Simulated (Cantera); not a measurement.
An adiabatic, constant-pressure homogeneous reactor starts with CH4 : O2 : N2 : H2O = 1 : 2.9 : 10.9 : 0.8 (molar parts), equivalence ratio 0.69, at 1448 K and 23.0 bar. Integrator tolerance rtol = 1e-08.

Computed with Cantera and GRI-Mech 3.0 (53 species, 325 reactions). The pressure lies above the range GRI-Mech 3.0 was tuned for (to about 10 atm).

Task: What does this change do: initial temperature 1448 to 1375 K?

Result: 
| quantity | before | after |
|---|---|---|
| time of steepest temperature rise | 0.132 ms | 0.259 ms |
| temperature at 0.900 s | 2615 K | 2563 K |
| equilibrium temperature | 2615 K | 2563 K |
| x(CH4) at 0.900 s | <1e-12 (gas-phase equilibrium <1e-12) | <1e-12 (gas-phase equilibrium <1e-12) |
| x(O2) at 0.900 s | 0.0509 (gas-phase equilibrium 0.0509) | 0.0513 (gas-phase equilibrium 0.0513) |
| x(H2O) at 0.900 s | 0.172 (gas-phase equilibrium 0.172) | 0.174 (gas-phase equilibrium 0.174) |
| x(C2H) at 0.900 s | <1e-12 (gas-phase equilibrium <1e-12) | <1e-12 (gas-phase equilibrium <1e-12) |
| x(N2O) at 0.900 s | 3.21e-6 (gas-phase equilibrium 3.21e-6) | 2.96e-6 (gas-phase equilibrium 2.96e-6) |

Task: What does this change do: pressure from 23.0 bar to 5.00 bar?

Result: 
| quantity | before | after |
|---|---|---|
| time of steepest temperature rise | 0.132 ms | 0.538 ms |
| temperature at 0.900 s | 2615 K | 2573 K |
| equilibrium temperature | 2615 K | 2573 K |
| x(CH4) at 0.900 s | <1e-12 (gas-phase equilibrium <1e-12) | <1e-12 (gas-phase equilibrium <1e-12) |
| x(O2) at 0.900 s | 0.0509 (gas-phase equilibrium 0.0509) | 0.0519 (gas-phase equilibrium 0.0519) |
| x(H2O) at 0.900 s | 0.172 (gas-phase equilibrium 0.172) | 0.169 (gas-phase equilibrium 0.169) |
| x(C2H) at 0.900 s | <1e-12 (gas-phase equilibrium <1e-12) | <1e-12 (gas-phase equilibrium <1e-12) |
| x(N2O) at 0.900 s | 3.21e-6 (gas-phase equilibrium 3.21e-6) | 1.41e-6 (gas-phase equilibrium 1.41e-6) |
